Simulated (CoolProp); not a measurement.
Vapour-liquid equilibrium of acetone (1) + benzene (2) at 123.75 °C; x and y are mole fractions of (1).

Computed with CoolProp (multi-fluid Helmholtz-energy mixture model, Lemmon 2006 and Thol 2012; pair parameters Bell 2016).

Task: Give the bubble pressure and the first vapour's composition at x = 0.15, 0.45, 0.85. Is there an azeotrope?

Result: x = 0.15: 3.981 bar, y = 0.280; x = 0.45: 5.064 bar, y = 0.602; x = 0.85: 6.202 bar, y = 0.897. No azeotrope shows between x = 0.05 and 0.95.

The pair parameters rest on a limited set of measurements; away from them the model extrapolates.
